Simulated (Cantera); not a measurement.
A perfectly stirred reactor is fed with N2O : N2 = 1 : 3 (molar parts), at 0.0355 atm; it is held at 1600 K, and followed from long to short residence time.

Cantera simulation using GRI-Mech 3.0 (53 species, 325 reactions); the numbers are that mechanism's predictions, not measurements. GRI-Mech 3.0 was tuned for natural gas; its chemistry of N2O as a main component is partial and can be far from experiment. Radical loss at walls, strong at low pressure, is not modelled. The temperature is held fixed by assumption; the heat of reaction is taken as removed at once.

**Question.** What does this change do: pressure from 0.0355 atm to 1.00 atm?

**Answer.** 
| quantity | before | after |
|---|---|---|
| x(N2O) at τ = 1.20 s | 0.0269 | 0.00187 |
| x(O2) at τ = 1.20 s | 0.0702 | 0.101 |
| x(N2) at τ = 1.20 s | 0.845 | 0.879 |
| x(NO) at τ = 1.20 s | 0.0577 | 0.0182 |
| x(O) at τ = 1.20 s | 0.000166 | 2.71e-5 |
| x(N2O) at τ = 21.0 ms | 0.218 | 0.0574 |
| x(O2) at τ = 21.0 ms | 0.00999 | 0.0648 |
| x(N2) at τ = 21.0 ms | 0.764 | 0.836 |
| x(NO) at τ = 21.0 ms | 0.00853 | 0.0410 |
| x(O) at τ = 21.0 ms | 0.000173 | 0.000113 |

**Question.** What does this change do: temperature 1600 to 1325 K?

**Answer.** 
```
quantity                 before     after
---------------------  --------  --------
x(N2O) at τ = 1.20 s     0.0269     0.199
x(O2) at τ = 1.20 s      0.0702    0.0189
x(N2) at τ = 1.20 s       0.845     0.775
x(NO) at τ = 1.20 s      0.0577   0.00721
x(O) at τ = 1.20 s     0.000166   1.05e-5
x(N2O) at τ = 21.0 ms     0.218     0.249
x(O2) at τ = 21.0 ms    0.00999  0.000406
x(N2) at τ = 21.0 ms      0.764     0.751
x(NO) at τ = 21.0 ms    0.00853  0.000155
x(O) at τ = 21.0 ms    0.000173   1.03e-5
```
The mechanism lacks the step 2 NO + O2 → 2 NO2, which can matter for NO2 below about 1400 K.
